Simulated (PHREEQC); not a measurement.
Solution A (5.1 mmol/kgw KHCO3, 0.12 mmol/kgw NaF and 19 mmol/kgw KCl) is mixed with solution B (0.016 mol NiSO4, 0.018 mol CaCl2, 0.25 mol HCl and 0.001 mol Na2SO4 per kg of water) at 25 °C; shares are by mass of water, 1 kg in all. Oxygen is held at 0.21 atm. The system is closed to CO2. The run lets Calcite, Gypsum, Fluorite, Portlandite, Ni(OH)2, NiCO3, Ni4(OH)6SO4, Halite, Mirabilite, Morenosite, Nahcolite, Natron precipitate or redissolve, and no other solid.

Model: ion-association model, wateq4f.dat, run in PHREEQC.

```csv
share of solution B,pH,F- (mol/kgw),HCO3- (mol/kgw),CO2 (mol/kgw),HF (mol/kgw)
0,8.21,0.000120,0.00498,5.99e-5,9.50e-10
0.1,1.78,5.14e-6,1.50e-7,0.00459,0.000103
0.2,1.44,2.25e-6,6.33e-8,?,9.36e-5
0.3,1.25,1.35e-6,3.74e-8,0.00357,8.25e-5
0.4,1.13,8.98e-7,2.46e-8,0.00306,7.10e-5
0.5,1.03,6.18e-7,?,0.00255,5.93e-5
0.6,0.95,4.24e-7,1.14e-8,0.00204,?
0.7,0.89,?,7.49e-9,0.00153,3.57e-5
0.8,0.83,1.67e-7,4.45e-9,0.00102,2.38e-5
0.9,0.78,7.62e-8,2.01e-9,0.000510,?
1,0.74,0,0,0,0
```

What belongs in the gaps?


- 0.2, CO2 (mol/kgw): 0.00408
- 0.5, HCO3- (mol/kgw): 1.68e-8
- 0.6, HF (mol/kgw): 4.75e-5
- 0.7, F- (mol/kgw): 2.80e-7
- 0.9, HF (mol/kgw): 1.19e-5

Complexes and solids missing from the database can't appear.
